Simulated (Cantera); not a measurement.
What does this Cantera script print?

```python
import numpy as np
import cantera as ct

gas_names = [...]  # 139 gases of nasa_gas.yaml made of C, Cu, H, N, O
cond_names = """
    C(gr) C6H6(L) C7H8(L) C8H18(L),n-octa Cu(cr) Cu(L) CuO(s) CuO2H2(s) Cu2O(s) Cu2O(L) H2O(s) H2O(L)
""".split()


# ... load() reads the species with a 1 bar reference pressure and builds the phases ...
atoms = {
    'Cu': {'Cu': 1},
    'NH3': {'N': 1, 'H': 3},
    'CO': {'C': 1, 'O': 1},
    'CO2': {'C': 1, 'O': 2},
}
top_T = {'C(gr)': 4500, 'CuO(s)': 1390}  # K; cautious upper limits of use, not melting points


# ... equilibrate(T, P, feed) seeds the gas with the atoms and calls Mixture.equilibrate('TP', solver="vcs", rtol=1e-11, max_steps=5000) ...
results = []
T = 1673.15  # K
P = 26000  # Pa
for m in [0.15, 0.35, 0.54, 0.74, 0.94, 1.1, 1.3, 1.5]:
    feed = {'Cu': 1, 'NH3': m, 'CO': 4, 'CO2': 16}  # mol
    mix = equilibrate(T, P, feed)
    results.append((T, P, feed, dict(zip(mix.species_names, mix.species_moles))))

top = {s: max(r[3][s] / sum(r[3][g] for g in gas_names) for r in results) for s in gas_names}
cols = sorted((s for s in top if top[s] > 1e-06), key=lambda s: -top[s])[:7]
seen = [c for c in cond_names if any(r[3].get(c, 0) > 1e-12 for r in results)]
print("log10 of partial pressures in bar; condensed amounts in mol")
print(f"{'n(NH3)':>10s}" + "".join(f"{s[:9]:>10s}" for s in cols + seen))
for T, P, feed, n in results:
    ng = sum(n[g] for g in gas_names)
    print(f"{feed['NH3']:10.4g}" + "".join(f"{np.log10(max(n[s] / ng * P / 1e5, 1e-99)):10.3f}" for s in cols)
          + "".join(f"{n.get(c, 0):10.4g}" for c in seen))
```

It prints:

```
log10 of partial pressures in bar; condensed amounts in mol
    n(NH3)       CO2        CO       H2O        N2        H2        Cu         H     Cu(L)
      0.15    -0.694    -1.269    -2.574    -3.018    -3.668    -3.953    -5.777    0.9913
      0.35    -0.710    -1.250    -2.218    -2.658    -3.276    -3.953    -5.581    0.9911
      0.54    -0.726    -1.233    -2.040    -2.478    -3.067    -3.953    -5.476    0.9909
      0.74    -0.741    -1.218    -1.914    -2.349    -2.910    -3.953    -5.398    0.9908
      0.94    -0.757    -1.203    -1.821    -2.253    -2.786    -3.953    -5.336    0.9906
       1.1    -0.770    -1.193    -1.761    -2.191    -2.704    -3.953    -5.295    0.9905
       1.3    -0.785    -1.181    -1.699    -2.126    -2.614    -3.953    -5.250    0.9903
       1.5    -0.801    -1.169    -1.648    -2.072    -2.536    -3.953    -5.211    0.9901
```

Method: chemical equilibrium by Gibbs-energy minimisation in Cantera with the NASA 1993 tables (ideal gas, pure condensed phases).
